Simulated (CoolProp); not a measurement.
Vapour pressure (MPa) of hydrogen sulfide: the reference equation beside estimates from Tc = 373.1 K, pc = 8.999 MPa, ω = 0.101.

Computed with CoolProp (reference Helmholtz-energy equation of state, Lemmon 2006). It is a short technical equation, of lower accuracy than the large ones.

| T (K) | reference | van der Waals | Soave-Redlich-Kwong |
|---|---|---|---|
| 290.2 | 1.651 | 3.025 | 1.663 |
| 293.6 | … | 3.195 | … |
| 297 | 1.961 | 3.371 | 1.977 |
| 300.5 | 2.136 | 3.559 | 2.155 |
| 303.9 | 2.316 | 3.747 | … |
| 307.3 | … | 3.942 | 2.533 |
| 310.8 | 2.716 | … | 2.746 |
| 314.2 | 2.930 | 4.356 | 2.964 |
| 317.6 | 3.156 | 4.569 | 3.194 |
| 321.1 | … | 4.796 | 3.444 |
| 324.5 | 3.654 | 5.023 | 3.700 |
| 327.9 | 3.918 | 5.256 | 3.970 |
| 331.4 | 4.205 | 5.503 | 4.261 |
| 334.8 | … | 5.749 | … |

Q: What belongs in the gaps?

A: 
- 293.6, reference: 1.801
- 293.6, Soave-Redlich-Kwong: 1.815
- 303.9, Soave-Redlich-Kwong: 2.339
- 307.3, reference: 2.507
- 310.8, van der Waals: 4.149
- 321.1, reference: 3.402
- 334.8, reference: 4.499
- 334.8, Soave-Redlich-Kwong: 4.559

Absolute difference from the reference over all 14 rows, mean and median: van der Waals 52.5 and 50.7 %, Soave-Redlich-Kwong 1.1 and 1.1 %.
